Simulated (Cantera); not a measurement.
An isothermal, constant-pressure homogeneous reactor starts with 7.14 % CH4, 92.9 % N2, at 1425 K and 10.00 Torr.

Cantera simulation using GRI-Mech 3.0 (53 species, 325 reactions); the numbers are that mechanism's predictions, not measurements. GRI-Mech 3.0 stops at C3 and has no aromatics, soot or wall deposition, so with more carbon than oxygen in the feed, carbon stays in small species such as C2H2 where larger ones or solid carbon would form. Radical loss at walls, strong at low pressure, is not modelled.

Problem. Predict: x(CH4) at 3.00 s; x(CH3) at 3.00 s; x(C2H4) at 3.00 s; x(C2H6) at 3.00 s; x(H2) at 3.00 s.

Solution. x(CH4) at 3.00 s: 0.0675 (gas-phase equilibrium 8.76e-5)
x(CH3) at 3.00 s: 0.000159 (gas-phase equilibrium 3.31e-7)
x(C2H4) at 3.00 s: 0.00103 (gas-phase equilibrium 9.11e-6)
x(C2H6) at 3.00 s: 4.05e-5 (gas-phase equilibrium 1.91e-10)
x(H2) at 3.00 s: 0.00435 (gas-phase equilibrium 0.0999)
